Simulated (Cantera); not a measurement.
Thermodynamics of silicon oxide and oxynitride deposition, feed HMDSO + NO + N₂

Charge: 1 mol HMDSO, 27 mol NO, 14 mol N₂, held at 1823 K and 41000 Pa.

These are equilibrium values from Cantera (NASA tables, ideal gas, pure condensed phases), not measurements of a reactor. Candidate condensed phases: C, C₆H₆, C₇H₈, C₈H₁₈, H₂O, Si, SiC, SiO₂, Si₂N₂O, Si₃N₄; 151 gas species. The feed counts by its element totals alone. The tables hold silica as quartz up to 1696 K and as liquid above; real silica turns to tridymite and cristobalite and melts near 1996 K. Gases not in the tables: Si(OH)₄. Kinetics and transport are ignored.

```
Item                                        Value
--------------------------------------  ---------
x(N₂)                                       0.624
x(H₂O)                                      0.204
x(CO₂)                                      0.136
x(O₂)                                      0.0332
x(NO)                                     0.00159
x(OH)                                    0.000890
x(CO)                                    0.000303
x(H₂)                                    0.000116
x(O)                                      4.30e-5
n(SiO₂(condensed))                       2.00 mol
gas amount                              44.02 mol
log10 activity of C(graphite) (absent)     -10.74
log10 activity of Si(l) (absent)           -14.89
```
